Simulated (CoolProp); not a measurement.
20 sccm (0 °C, 1 atm) of nitrogen bubbles through liquid n-undecane at 349 K and leaves saturated at a total pressure of 0.0182 MPa (ideal gas phase). Each further row changes one setting.

Model: reference Helmholtz-energy equation of state, Aleksandrov 2011, in CoolProp. It is a short technical equation, of lower accuracy than the large ones.

```
case                       vapour pressure (kPa)  mole fraction of vapour  delivery (mg/min)  delivery (sccm)  change of delivery for a bath 1 K warmer (%)
-------------------------  ---------------------  -----------------------  -----------------  ---------------  --------------------------------------------
as stated                                   1.41                   0.0775               11.7             1.68                                           5.7
bath temperature 354 K                      1.82                   0.0998               15.5                …                                           5.7
total pressure 0.0364 MPa                   1.41                        …               5.62            0.806                                             …
```

Question: Complete the blanks.

Answer: 
- bath temperature 354 K, delivery (sccm): 2.22
- total pressure 0.0364 MPa, mole fraction of vapour: 0.0387
- total pressure 0.0364 MPa, change of delivery for a bath 1 K warmer (%): 5.5
